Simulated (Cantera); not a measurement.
# Equilibrium for abatement and gas-phase synthesis: SO2 + H2 + H2O

A closed system holds: 1 mol SO2, 0.23 mol H2, 0.89 mol H2O, equilibrated at 10000 Pa.

Equilibrium computed with Cantera from the NASA thermochemical tables; the gas is ideal and each condensed phase is pure. Candidate condensed phases: H2O, H2SO4, S; 19 gas species. The numbers say what is thermodynamically allowed, not how fast it happens.

```
T (°C)   x H2O   x SO2     x H     x O    x SO    x OH    x H2    x O2      x S
------  ------  ------  ------  ------  ------  ------  ------  ------  -------
2325     0.380   0.361  0.0331  0.0109  0.0733  0.0385  0.0754  0.0225  0.00359
2400     0.348   0.334  0.0461  0.0180  0.0849  0.0494  0.0810  0.0314  0.00505
2475     0.311   0.303  0.0630  0.0282  0.0976  0.0609  0.0862  0.0410  0.00715
2550     0.269   0.268  0.0842  0.0422   0.110  0.0722  0.0902  0.0505   0.0101
2625     0.226   0.231   0.110  0.0606   0.122  0.0822  0.0923  0.0592   0.0140
2700     0.182   0.192   0.139  0.0838   0.132  0.0899  0.0917  0.0661   0.0192
2775     0.141   0.155   0.171   0.112   0.139  0.0943  0.0880  0.0706   0.0258
2850     0.104   0.120   0.205   0.144   0.142  0.0948  0.0814  0.0720   0.0339
2925    0.0724  0.0888   0.238   0.180   0.140  0.0912  0.0723  0.0704   0.0434
3000    0.0481  0.0632   0.268   0.217   0.133  0.0841  0.0616  0.0660   0.0544
```
x: gas mole fraction; nothing condenses.

From 2325 °C to 3000 °C nothing is condensed.
